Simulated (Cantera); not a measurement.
An isothermal plug-flow reactor at 625 K and 1.00 bar (inlet), inlet velocity 0.51 m/s, active area per volume 1000 1/m; feed H₂ : O₂ : N₂ = 0.0024 : 0.039 : 0.79 (molar parts), equivalence ratio 0.031.

Model: Deutschmann's 1995 Pt surface mechanism with GRI-Mech 3.0 gas chemistry, integrated in Cantera. Catalytic surfaces can have several steady states; this one follows from the mechanism file's or the stated starting coverage. Mass transfer to the wall is taken as infinitely fast.

Task: What does this change do: H2 0.0024 to 0.0017 parts?

Result: 
```
quantity                 before    after
----------------------  -------  -------
x(H₂) at z = 0.018 m    8.48e-6  8.54e-6
x(O₂) at z = 0.018 m     0.0455   0.0460
x(H₂O) at z = 0.018 m   0.00288  0.00204
θ(free Pt) at the exit  0.00244  0.00243
θ(O*) at the exit         0.997    0.997
```

Task: What does this change do: area per volume 1000 to 260 1/m?

Result: 
```
quantity                 before    after
----------------------  -------  -------
x(H₂) at z = 0.018 m    8.48e-6  8.42e-5
x(O₂) at z = 0.018 m     0.0455   0.0456
x(H₂O) at z = 0.018 m   0.00288  0.00281
θ(free Pt) at the exit  0.00244  0.00428
θ(O*) at the exit         0.997    0.995
```
